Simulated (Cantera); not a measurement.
A closed system holds: 1 mol Fe, 2 mol NH₃, 53 mol N₂, equilibrated at 0.133 bar.

Method: chemical equilibrium by Gibbs-energy minimisation in Cantera with the NASA 1993 tables (ideal gas, pure condensed phases). Candidate condensed phases: Fe; 10 gas species. Kinetics and transport are ignored.

Question: What share of the Fe ends up in condensed phases as a function of T (°C), at 1402, 1427, 1452, 1477, 1502, 1527, 1552, 1577, 1602, 1627, 1652, 1677, 1702, 1727?

Answer: 
```tsv
T (°C)	Fe condensed (%)	as
1402	99.8	Fe(δ)
1427	99.7	Fe(δ)
1452	99.6	Fe(δ)
1477	99.4	Fe(δ)
1502	99.1	Fe(δ)
1527	98.7	Fe(δ)
1552	98.2	Fe(l)
1577	97.5	Fe(l)
1602	96.5	Fe(l)
1627	95.2	Fe(l)
1652	93.5	Fe(l)
1677	91.2	Fe(l)
1702	88.2	Fe(l)
1727	84.4	Fe(l)
```
